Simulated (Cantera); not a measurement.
An isothermal, constant-pressure homogeneous reactor starts with 69.0 % NO, 31.0 % N2, at 1573 K and 8400 Pa.

Model: GRI-Mech 3.0 (53 species, 325 reactions), integrated in Cantera.

x: mole fraction; the columns are a selection and need not sum to one.

```tsv
t (s)	x NO	x NO2	x O2	x N2O	x O
0.000500	0.690	9.08e-8	6.35e-10	4.50e-7	3.61e-7
0.00183	0.690	8.59e-7	7.05e-9	1.64e-6	8.01e-7
0.00672	0.690	5.04e-6	7.66e-8	5.95e-6	1.06e-6
0.0247	0.690	2.06e-5	1.01e-6	2.08e-5	1.38e-6
0.0904	0.689	6.49e-5	1.69e-5	6.40e-5	2.17e-6
0.332	0.689	0.000105	0.000181	0.000136	2.91e-6
1.22	0.687	0.000119	0.000969	0.000159	3.25e-6
4.46	0.682	…	…	0.000156	…
16.4	0.661	0.000226	0.0143	0.000145	5.43e-6
60.0	…	…	…	…	…
```

Q: Complete the blanks.

A: 
- 4.46, x NO2: 0.000150
- 4.46, x O2: 0.00389
- 4.46, x O: 3.85e-6
- 60.0, x NO: 0.593
- 60.0, x NO2: 0.000352
- 60.0, x O2: 0.0480
- 60.0, x N2O: 0.000114
- 60.0, x O: 8.66e-6
